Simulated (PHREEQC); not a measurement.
# Metal-bearing waste water: speciation

Solution (25 °C): 30 mmol/kgw CdCl2, 0.11 mmol/kgw NaF and 10 mmol/kgw NaCl. Closed to the air; pH follows from the charge balance.

The numbers come from PHREEQC with the ion-association model, phreeqc.dat.

Each row changes one thing in this solution. This is a speciation only: nothing precipitates in the calculation.

```tsv
case	pH	ionic strength (mol/kgw)	Cl- (mol/kgw)	CdCl+ (mol/kgw)	Cd+2 (mol/kgw)	CdCl2 (mol/kgw)	SI of Halite (NaCl)
as made	5.65	0.0565	0.0469	0.0182	0.00936	0.00231	-5.07
NaF left out	5.63	0.0563	0.0469	0.0183	0.00936	0.00231	-5.08
temperature from 25 to 75 °C	5.39	0.0554	0.0461	0.0183	0.00898	0.00257	-5.13
diluted 2-fold with water	…	0.0322	0.0258	0.00800	…	0.000607	-5.60
temperature from 25 to 55 °C	5.50	0.0557	0.0464	0.0183	0.00907	0.00248	-5.11
0.00076 mol/kgw H2SiF6 added	2.87	0.0585	0.0470	0.0182	0.00941	0.00230	-5.08
```

Problem. What belongs in the gaps?

Solution. 
- diluted 2-fold with water, pH: 5.79
- diluted 2-fold with water, Cd+2 (mol/kgw): 0.00638

Complexes and solids missing from the database can't appear. Some of these states are supersaturated (in Quartz (slow to form), Chalcedony (slow to form), for instance). Away from 25 °C the constants follow the database's enthalpies or fits; those with neither stay at their 25 °C values. SiF6-2 is the database's only silicon fluoride.
